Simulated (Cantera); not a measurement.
Input: 1 mol CaCO3, 0.39 mol H2S, 0.26 mol O2, held at 1000 Pa.

Cantera equilibrium calculation (NASA polynomials, part measured and part estimated; ideal gas, pure solids and liquids). Candidate condensed phases: C, C6H6, C7H8, C8H18, Ca, CaCO3, CaO, Ca(OH)2, CaS, CaSO4, H2O, H2SO4, S; 129 gas species. Mutual solubility and eutectic melting of coexisting phases are not modelled. Equilibrium is a limit: real reactors are often held back by kinetics, nucleation or transport.

Task: At 1050 °C, list the 7 most abundant gas species with their mole fractions, and the condensed phases.

Result: CO2 0.567, H2O 0.230, SO2 0.127, CO 0.0564, H2 0.0123, S2 0.00562, H2S 0.000887. Condensed: CaO(s) + CaS(s).
